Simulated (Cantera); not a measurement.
Gas mixture: 34.5 % O2, 65.5 % CO2, at 9.50 bar, frozen composition.

Cantera's kinetic-theory transport with the Lennard-Jones parameters of GRI-Mech 3.0, ideal gas; thermal conductivity in the multicomponent form.

D: mixture-averaged diffusion coefficient of that species in the mixture.

| T (K) | ρ (kg/m³) | cp (J/kg/K) | μ (µPa s) | λ (mW/m/K) | Pr | D (cm²/s) CO2 | D (cm²/s) H | D (cm²/s) CH3 |
|---|---|---|---|---|---|---|---|---|
| 400 | 11.4 | 938.9 | [?] | 27.9 | 0.720 | 0.0282 | 0.193 | 0.0341 |
| 650 | 7.01 | 1079 | [?] | 46.8 | 0.726 | 0.0662 | 0.457 | 0.0804 |
| 900 | 5.06 | 1168 | [?] | 64.1 | 0.727 | 0.116 | 0.798 | 0.141 |
| 1150 | 3.96 | 1225 | [?] | 79.8 | 0.728 | 0.175 | 1.21 | 0.213 |
| 1400 | 3.25 | 1264 | [?] | 94.1 | 0.727 | 0.243 | 1.68 | 0.296 |
| 1650 | 2.76 | 1292 | [?] | 107 | 0.727 | 0.320 | 2.21 | 0.390 |

Question: Some entries are withheld; supply them.

Answer: 
- 400, μ (µPa s): 21.4
- 650, μ (µPa s): 31.5
- 900, μ (µPa s): 40.0
- 1150, μ (µPa s): 47.4
- 1400, μ (µPa s): 54.1
- 1650, μ (µPa s): 60.4
